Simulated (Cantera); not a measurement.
Charge: 1 mol Si₃N₄, 0.0029 mol O₂, 4.6 mol N₂, 2.8 mol H₂O, equilibrated at 1350 K and 1.00 Torr.

Equilibrium computed with Cantera from the NASA thermochemical tables; the gas is ideal and each condensed phase is pure. Candidate condensed phases: H₂O, Si, SiO₂, Si₂N₂O, Si₃N₄; 35 gas species. Mutual solubility and eutectic melting of coexisting phases are not modelled. The tables hold silica as quartz up to 1696 K and as liquid above; real silica turns to tridymite and cristobalite and melts near 1996 K. Rates play no part.

Base state: N₂ 0.664, H₂ 0.336, SiO 0.000197, H 3.78e-5, H₂O 1.74e-5 (mole fractions); condensed: SiO₂(β-quartz) + Si₂N₂O(s).

Question: What changes in the equilibrium state with this change: temperature from 1350 K to 2223 K?

Answer: 
```csv
species,before,after
N₂,0.664,0.512
SiO,0.000197,0.218
H₂,0.336,0.180
Si,<1e-9,0.0149
H,3.78e-5,0.0745
SiH,<1e-9,9.77e-5
SiN,<1e-9,6.28e-5
Si₂,<1e-9,1.08e-5
H₂O,1.74e-5,4.99e-7
"SiO₂(β-quartz), mol",0.870,0
"Si₂N₂O(s), mol",1.06,0
```
The tables' values for SiN are old estimates; treat these amounts as uncertain.

Question: What changes in the equilibrium state with this change: temperature from 1350 K to 1548 K?

Answer: 
```tsv
species	before	after
N₂	0.664	0.630
H₂	0.336	0.308
SiO	0.000197	0.0615
H	3.78e-5	0.000468
H₂O	1.74e-5	2.47e-5
SiO₂(β-quartz), mol	0.870	0.684
Si₂N₂O(s), mol	1.06	0.879
```
